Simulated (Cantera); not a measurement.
**Si + SF6 + NF3 (silicon etching in halogen gases)**

Feed: 1 mol Si, 2.7 mol SF6, 3.5 mol NF3, held at 775 K and 69.0 Pa.

These are equilibrium values from Cantera (NASA tables, ideal gas, pure condensed phases), not measurements of a reactor. Candidate condensed phases: S, Si, Si3N4; 29 gas species. Kinetics and transport are ignored.

```
Item                                 Result
--------------------------------  ---------
x(SF6)                                0.293
x(F2)                                 0.292
x(N2)                                 0.189
x(F)                                  0.115
x(SiF4)                               0.109
x(NF3)                              0.00181
gas amount                        9.214 mol
log10 activity of S(l) (absent)      -56.26
log10 activity of Si(s) (absent)     -98.10
```
